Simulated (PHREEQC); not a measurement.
## Spent oxide etchant

Make-up at 25 °C: 0.0064 mol HF, 0.00031 mol H2SiF6, 0.0002 mol HBF4 and 0.0055 mol HNO3 per kg of water. Closed to the air; pH follows from the charge balance.

Computed with PHREEQC (ion-association model, wateq4f.dat).

Precipitation was switched off in this run.

Q: What pH does the model give?

A: pH 2.19.

Q: In which forms is B present?

A: BF4- 81 %, H3BO3 12 %, BF3OH- 5.3 %, BF2(OH)2- 1.3 % of the B.

Species that the database lacks are ignored. SiF6-2 is the database's only silicon fluoride. Real BF4- forms and hydrolyses slowly; the run takes it at equilibrium.
